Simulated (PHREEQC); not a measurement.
Consider water at 20 °C with 21 mmol/kgw KOH and 0.3 mmol/kgw Na2SiO3. Closed to the air; pH follows from the charge balance.

Equilibrium calculation in PHREEQC: Pitzer model, pitzer.dat.

* **pH**: 12.43
* **ionic strength**: 0.0216 mol/kgw
* **specific conductance**: 4660 µS/cm
* **osmotic coefficient**: 0.959
* **total alkalinity**: 21.6 meq/kg

```json
[
 {"species": "OH-", "molality": "0.0213", "activity": "0.0186", "log γ": "-0.059"},
 {"species": "K+", "molality": "0.0210", "activity": "0.0183", "log γ": "-0.061"},
 {"species": "Na+", "molality": "0.000600", "activity": "0.000519", "log γ": "-0.063"},
 {"species": "H3SiO4-", "molality": "0.000246", "activity": "0.000211", "log γ": "-0.066"},
 {"species": "H2SiO4-2", "molality": "5.32e-5", "activity": "2.79e-5", "log γ": "-0.280"},
 {"species": "H4SiO4", "molality": "6.32e-7", "activity": "6.32e-7", "log γ": "0.001"}
]
```

Precipitation was switched off in this run. Species that the database lacks are ignored.
